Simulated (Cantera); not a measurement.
Cantera run, input and output.

```python
import numpy as np
import cantera as ct

gas = ct.Solution("gri30.yaml")
gas.TPX = 1725, 170000, {'CH4': 1, 'CO2': 0.48, 'H2': 1.4}
reactor = ct.IdealGasConstPressureReactor(gas, energy="off", clone=False)
net = ct.ReactorNet([reactor])
net.rtol, net.atol = 1e-08, 1e-18
show = ['CH4', 'CO2', 'H2', 'C2H6', 'O', 'O2']
times = np.geomspace(0.0002, 90, 14)

steps = ct.SolutionArray(gas, extra=["t"])
rows = []
print(f"{'t/s':>10s}{'T/K':>9s}{'P/Pa':>11s}" + "".join(f"{s:>11s}" for s in show))
for t in times:
    while net.time < t:
        t_next = net.step()
        steps.append(gas.state, t=t_next)
    rows.append([np.interp(t, steps.t, y) for y in (steps.T, steps.P, *steps(*show).X.T)])
    print(f"{t:10.3e}{rows[-1][0]:9.1f}{rows[-1][1]:11.4g}" + "".join(f"{x:11.3e}" for x in rows[-1][2:]))
rate = np.gradient(steps.T, steps.t)
print("integrator steps:", len(steps.t))
if steps.T.max() > steps.T[0] + 200:
    print(f"time of steepest temperature rise: {steps.t[rate.argmax()]:.4e} s")
gas.TPX = 1725, 170000, {'CH4': 1, 'CO2': 0.48, 'H2': 1.4}
gas.equilibrate("TP")
print(f"equilibrium (TP): T = {gas.T:.1f} K  " + "  ".join(f"{s} {gas[s].X[0]:.3e}" for s in show))
```

Output:

```
       t/s      T/K       P/Pa        CH4        CO2         H2       C2H6          O         O2
 2.000e-04   1725.0    1.7e+05  3.405e-01  1.642e-01  4.879e-01  5.671e-04  2.384e-11  4.414e-13
 5.444e-04   1725.0    1.7e+05  3.284e-01  1.590e-01  4.923e-01  5.547e-04  2.704e-11  1.213e-12
 1.482e-03   1725.0    1.7e+05  2.982e-01  1.448e-01  5.045e-01  4.659e-04  3.259e-11  2.533e-12
 4.033e-03   1725.0    1.7e+05  2.370e-01  1.126e-01  5.267e-01  3.082e-04  4.285e-11  4.450e-12
 1.098e-02   1725.0    1.7e+05  1.494e-01  5.830e-02  5.504e-01  1.368e-04  5.726e-11  6.433e-12
 2.988e-02   1725.0    1.7e+05  7.368e-02  1.390e-02  5.757e-01  3.969e-05  6.532e-11  6.101e-12
 8.132e-02   1725.0    1.7e+05  3.930e-02  6.714e-03  6.084e-01  1.435e-05  6.022e-11  4.568e-12
 2.213e-01   1725.0    1.7e+05  3.185e-02  5.545e-03  6.342e-01  1.027e-05  4.804e-11  2.622e-12
 6.025e-01   1725.0    1.7e+05  2.794e-02  3.487e-03  6.643e-01  7.958e-06  2.901e-11  8.323e-13
 1.640e+00   1725.0    1.7e+05  2.430e-02  1.195e-03  6.901e-01  6.098e-06  9.904e-12  8.530e-14
 4.463e+00   1725.0    1.7e+05  2.265e-02  1.013e-04  7.009e-01  5.341e-06  8.468e-13  5.879e-16
 1.215e+01   1725.0    1.7e+05  2.250e-02  5.373e-07  7.018e-01  5.275e-06  6.612e-15  2.446e-20
 3.307e+01   1725.0    1.7e+05  2.250e-02  3.734e-07  7.018e-01  5.275e-06  5.244e-15  1.366e-20
 9.000e+01   1725.0    1.7e+05  2.250e-02  3.734e-07  7.018e-01  5.275e-06  5.244e-15  1.366e-20
integrator steps: 1419
equilibrium (TP): T = 1725.0 K  CH4 2.250e-02  CO2 3.770e-07  H2 7.018e-01  C2H6 5.275e-06  O 5.279e-15  O2 1.390e-20
```

Cantera simulation using GRI-Mech 3.0 (53 species, 325 reactions); the numbers are that mechanism's predictions, not measurements. GRI-Mech 3.0 stops at C3 and has no aromatics, soot or wall deposition, so with more carbon than oxygen in the feed, carbon stays in small species such as C2H2 where larger ones or solid carbon would form.
